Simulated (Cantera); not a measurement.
A Cantera script and its output.

```python
import numpy as np
import cantera as ct

gas = ct.Solution("gri30.yaml")
gas.TPX = 625, 1000000, {'CH4': 1, 'O2': 1.33, 'N2': 5.01, 'H2O': 2.1}
inlet = ct.Reservoir(gas, clone=True)
gas.equilibrate("HP")  # start burning
reactor = ct.IdealGasConstPressureReactor(gas, energy="on", clone=False)
exhaust = ct.Reservoir(gas, clone=True)
tau = [0.036, 0.017, 0.0079, 0.0037, 0.0017, 0.00079, 0.00037, 0.00017, 7.9e-05, 3.7e-05, 1.7e-05, 7.9e-06, 3.7e-06][0]
for a, b in ((inlet, reactor), (reactor, exhaust)):
    ct.MassFlowController(a, b, mdot=lambda t: reactor.mass / tau)
net = ct.ReactorNet([reactor])
show = ['CH4', 'O2', 'H2O', 'H', 'H2', 'NO2']

rows = []
print(f"{'tau/s':>10s}{'T/K':>9s}" + "".join(f"{s:>11s}" for s in show))
for tau in [0.036, 0.017, 0.0079, 0.0037, 0.0017, 0.00079, 0.00037, 0.00017, 7.9e-05, 3.7e-05, 1.7e-05, 7.9e-06, 3.7e-06]:
    net.initial_time = 0.0
    net.advance(30 * tau)
    before = gas.X
    net.advance(40 * tau)
    drift = np.max(np.abs(gas.X - before) / (gas.X + 1e-9))
    rows.append([gas.T, *gas[show].X, drift])
    print(f"{tau:10.3e}{gas.T:9.1f}" + "".join(f"{x:11.3e}" for x in gas[show].X))
```

Result:

```
     tau/s      T/K        CH4         O2        H2O          H         H2        NO2
 3.600e-02   1840.6  6.170e-03  4.956e-04  3.364e-01  4.739e-05  6.102e-02  3.539e-11
 1.700e-02   1843.8  7.716e-03  9.662e-04  3.405e-01  5.029e-05  5.464e-02  6.202e-11
 7.900e-03   1841.7  9.330e-03  1.892e-03  3.443e-01  5.347e-05  4.829e-02  1.058e-10
 3.700e-03   1829.4  1.098e-02  3.651e-03  3.470e-01  5.646e-05  4.257e-02  1.731e-10
 1.700e-03   1796.3  1.297e-02  7.264e-03  3.479e-01  5.760e-05  3.741e-02  2.811e-10
 7.900e-04   1702.9  1.725e-02  1.693e-02  3.434e-01  4.648e-05  3.201e-02  4.795e-10
 3.700e-04    625.0  1.059e-01  1.409e-01  2.225e-01  1.822e-26  3.760e-16  5.882e-22
 1.700e-04    625.0  1.059e-01  1.409e-01  2.225e-01  8.309e-27  8.560e-20  1.339e-25
 7.900e-05    625.0  1.059e-01  1.409e-01  2.225e-01  3.799e-27  2.712e-23  4.239e-29
 3.700e-05    625.0  1.059e-01  1.409e-01  2.225e-01  1.723e-27  4.727e-26  6.650e-32
 1.700e-05    625.0  1.059e-01  1.409e-01  2.225e-01  7.421e-28  1.157e-27  3.147e-34
 7.900e-06    625.0  1.059e-01  1.409e-01  2.225e-01  3.033e-28  1.840e-28  1.779e-36
 3.700e-06    625.0  1.059e-01  1.409e-01  2.225e-01  1.142e-28  3.214e-29  9.071e-39
```

Cantera simulation using GRI-Mech 3.0 (53 species, 325 reactions); the numbers are that mechanism's predictions, not measurements.
